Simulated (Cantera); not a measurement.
## Stirred combustor or abatement burner

A perfectly stirred reactor is fed with CO : H2 : CH4 : O2 : N2 = 1 : 0.2 : 0.1 : 1.86 : 7 (molar parts), equivalence ratio 0.43, at 6.10 bar; it is adiabatic with a 400 K inlet, and is followed from long to short residence time, starting on the burning branch (τ in s: 0.029, 0.017, 0.01, 0.0061, 0.0036, 0.0021, 0.0013, 0.00074, 0.00044, 0.00026, 0.00015, 9.1e-05).

Cantera simulation using GRI-Mech 3.0 (53 species, 325 reactions); the numbers are that mechanism's predictions, not measurements.

```
τ (s)    T (K)      x CO      x H2    x CH4    x N2O   x CH2CO    x C2H2
-------  -----  --------  --------  -------  -------  --------  --------
0.029     1609  0.000819   2.27e-5  4.75e-6  2.90e-6  8.17e-10  1.13e-10
0.017     1606   0.00119   3.26e-5  6.76e-6  3.48e-6   1.39e-9  1.43e-10
0.010     1601   0.00173   4.70e-5  9.60e-6  3.97e-6   2.33e-9  1.72e-10
0.0061    1595   0.00247   6.61e-5  1.34e-5  4.28e-6   3.78e-9  1.98e-10
0.0036    1586   0.00363   9.58e-5  1.93e-5  4.40e-6   6.40e-9  2.21e-10
0.0021    1571   0.00546  0.000141  2.85e-5  4.28e-6   1.13e-8  2.42e-10
0.0013    1551   0.00802  0.000204  4.19e-5  3.99e-6   1.97e-8  2.61e-10
0.00074   1507    0.0136  0.000342  7.42e-5  3.39e-6   4.54e-8  3.09e-10
0.00044    400    0.0984    0.0197  0.00984   <1e-12    <1e-12    <1e-12
0.00026    400    0.0984    0.0197  0.00984   <1e-12    <1e-12    <1e-12
0.00015    400    0.0984    0.0197  0.00984   <1e-12    <1e-12    <1e-12
9.1e-5     400    0.0984    0.0197  0.00984   <1e-12    <1e-12    <1e-12
```
x: mole fraction; the columns are a selection and need not sum to one.
